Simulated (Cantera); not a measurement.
Adiabatic ignition

An adiabatic, constant-volume homogeneous reactor starts with CH₄ : CO : O₂ : N₂ : H₂O = 1 : 0.58 : 5.72 : 21.5 : 3.5 (molar parts), at 1223 K and 1050 Torr.

Cantera simulation using GRI-Mech 3.0 (53 species, 325 reactions); the numbers are that mechanism's predictions, not measurements.

| t (s) | T (K) | P (bar) | x CH₄ | x CO | x O₂ | x H₂O₂ | x H₂ | x C₂H |
|---|---|---|---|---|---|---|---|---|
| 1.00e-6 | 1223 | 1.40 | 0.0310 | 0.0180 | 0.177 | <1e-12 | 1.84e-12 | <1e-12 |
| 5.41e-6 | 1223 | 1.40 | 0.0310 | 0.0180 | 0.177 | 3.28e-12 | 3.71e-11 | <1e-12 |
| 2.93e-5 | 1223 | 1.40 | 0.0310 | 0.0180 | 0.177 | 8.62e-11 | 4.14e-10 | <1e-12 |
| 0.000159 | 1223 | 1.40 | 0.0310 | 0.0180 | 0.177 | 1.45e-9 | 5.49e-9 | <1e-12 |
| 0.000860 | 1223 | 1.40 | 0.0310 | 0.0180 | 0.177 | 7.63e-9 | 1.70e-7 | <1e-12 |
| 0.00465 | 1224 | 1.40 | 0.0308 | 0.0179 | 0.177 | 4.12e-8 | 8.86e-6 | <1e-12 |
| 0.0252 | 2172 | 2.47 | <1e-12 | 0.000477 | 0.106 | 2.72e-7 | 0.000319 | <1e-12 |
| 0.136 | 2166 | 2.46 | <1e-12 | 0.000459 | 0.105 | 2.66e-7 | 0.000308 | <1e-12 |
| 0.739 | 2155 | 2.45 | <1e-12 | 0.000432 | 0.103 | 2.55e-7 | 0.000292 | <1e-12 |
| 4.00 | 2155 | 2.45 | <1e-12 | 0.000430 | 0.103 | 2.54e-7 | 0.000291 | <1e-12 |
x: mole fraction; the columns are a selection and need not sum to one.

```yaml
time_of_steepest_temperature_rise: 17.0 ms
temperature at 4.00 s: 2155 K
equilibrium_temperature: 2155 K
x(CH₄) at 4.00 s: <1e-12 (gas-phase equilibrium <1e-12)
x(CO) at 4.00 s: 0.000430 (gas-phase equilibrium 0.000430)
x(O₂) at 4.00 s: 0.103 (gas-phase equilibrium 0.103)
```
